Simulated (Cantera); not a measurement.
# Catalytic combustion on Pt

An isothermal plug-flow reactor at 798 K and 2.30 bar (inlet), inlet velocity 1.8 m/s, active area per volume 170 1/m; feed CO : O2 : N2 = 0.0035 : 0.092 : 0.79 (molar parts).

Cantera simulation using Deutschmann's 1995 Pt surface mechanism with GRI-Mech 3.0 gas chemistry; the numbers are that mechanism's predictions, not measurements. Catalytic surfaces can have several steady states; this one follows from the mechanism file's or the stated starting coverage. Mass transfer to the wall is taken as infinitely fast.

| z (m) | x CO | x O2 | x H2O | x CO2 | θ free Pt | θ O* | θ CO* |
|---|---|---|---|---|---|---|---|
| 7.8e-05 | 0.00394 | 0.104 | <1e-12 | 1.48e-5 | 0.0399 | 0.958 | 0.00199 |
| 0.00013 | 0.00393 | 0.104 | <1e-12 | 2.46e-5 | 0.0398 | 0.958 | 0.00198 |
| 0.00022 | 0.00391 | 0.104 | <1e-12 | 4.14e-5 | 0.0397 | 0.958 | 0.00196 |
| 0.00036 | 0.00389 | 0.104 | <1e-12 | 6.72e-5 | 0.0395 | 0.959 | 0.00192 |
| 0.0006 | 0.00384 | 0.104 | <1e-12 | 0.000110 | 0.0391 | 0.959 | 0.00187 |
| 0.001 | 0.00377 | 0.104 | <1e-12 | 0.000180 | 0.0386 | 0.960 | 0.00178 |
| 0.0017 | 0.00366 | 0.104 | <1e-12 | 0.000294 | 0.0377 | 0.961 | 0.00165 |
| 0.0028 | 0.00350 | 0.104 | <1e-12 | 0.000458 | 0.0366 | 0.962 | 0.00149 |
| 0.0047 | 0.00325 | 0.104 | <1e-12 | 0.000706 | 0.0351 | 0.964 | 0.00127 |
| 0.0078 | 0.00291 | 0.103 | <1e-12 | 0.00104 | 0.0334 | 0.966 | 0.00103 |
x: gas mole fraction; θ: surface coverage.
